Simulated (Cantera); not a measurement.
## Reactions in the system Cl-H-Si

Standard-state values (1 bar) from the NASA 1993 polynomials, evaluated with Cantera. Values are per mole of reaction as written; species without (g) are pure solids or liquids, kept so even where they would boil at 1 bar.

2 H2(g) + SiCl2(g) → Cl2(g) + SiH4(g)

| T (K) | ΔH° (kJ) | ΔS° (J/K) | ΔG° (kJ) | log10 K |
|---|---|---|---|---|
| 300 | 202.9 | -115.2 | 237.4 | -41.34 |
| 1250 | 196.6 | -131.8 | 361.4 | -15.10 |
| 1350 | 197.4 | -131.2 | 374.5 | -14.49 |
| 1450 | 198.4 | -130.5 | 387.6 | -13.96 |
| 1550 | 199.4 | -129.8 | 400.6 | -13.50 |
| 1650 | 200.5 | -129.1 | 413.6 | -13.09 |
| 1750 | 201.7 | -128.4 | 426.5 | -12.73 |
| 1850 | 202.9 | -127.8 | 439.3 | -12.40 |
| 1950 | 204.2 | -127.1 | 452.0 | -12.11 |
| 2050 | 205.4 | -126.5 | 464.7 | -11.84 |
| 2150 | 206.8 | -125.8 | 477.3 | -11.60 |
| 2250 | 208.1 | -125.2 | 489.9 | -11.37 |

Si + SiCl4(g) → 2 SiCl2(g)

```json
[
 {"T (K)": "300", "ΔH° (kJ)": "325.5", "ΔS° (J/K)": "212.8", "ΔG° (kJ)": "261.6", "log10 K": "-45.56", "condensed phases": "Si(s)"},
 {"T (K)": "1250", "ΔH° (kJ)": "310.8", "ΔS° (J/K)": "192.4", "ΔG° (kJ)": "70.3", "log10 K": "-2.94", "condensed phases": "Si(s)"},
 {"T (K)": "1350", "ΔH° (kJ)": "308.8", "ΔS° (J/K)": "190.9", "ΔG° (kJ)": "51.1", "log10 K": "-1.98", "condensed phases": "Si(s)"},
 {"T (K)": "1450", "ΔH° (kJ)": "306.9", "ΔS° (J/K)": "189.5", "ΔG° (kJ)": "32.1", "log10 K": "-1.16", "condensed phases": "Si(s)"},
 {"T (K)": "1550", "ΔH° (kJ)": "304.9", "ΔS° (J/K)": "188.2", "ΔG° (kJ)": "13.2", "log10 K": "-0.44", "condensed phases": "Si(s)"},
 {"T (K)": "1650", "ΔH° (kJ)": "302.9", "ΔS° (J/K)": "186.9", "ΔG° (kJ)": "-5.6", "log10 K": "0.18", "condensed phases": "Si(s)"},
 {"T (K)": "1750", "ΔH° (kJ)": "250.7", "ΔS° (J/K)": "156.1", "ΔG° (kJ)": "-22.4", "log10 K": "0.67", "condensed phases": "Si(l)"},
 {"T (K)": "1850", "ΔH° (kJ)": "248.9", "ΔS° (J/K)": "155.0", "ΔG° (kJ)": "-38.0", "log10 K": "1.07", "condensed phases": "Si(l)"},
 {"T (K)": "1950", "ΔH° (kJ)": "247.0", "ΔS° (J/K)": "154.1", "ΔG° (kJ)": "-53.4", "log10 K": "1.43", "condensed phases": "Si(l)"},
 {"T (K)": "2050", "ΔH° (kJ)": "245.1", "ΔS° (J/K)": "153.1", "ΔG° (kJ)": "-68.8", "log10 K": "1.75", "condensed phases": "Si(l)"},
 {"T (K)": "2150", "ΔH° (kJ)": "243.2", "ΔS° (J/K)": "152.2", "ΔG° (kJ)": "-84.0", "log10 K": "2.04", "condensed phases": "Si(l)"},
 {"T (K)": "2250", "ΔH° (kJ)": "241.4", "ΔS° (J/K)": "151.4", "ΔG° (kJ)": "-99.2", "log10 K": "2.30", "condensed phases": "Si(l)"}
]
```
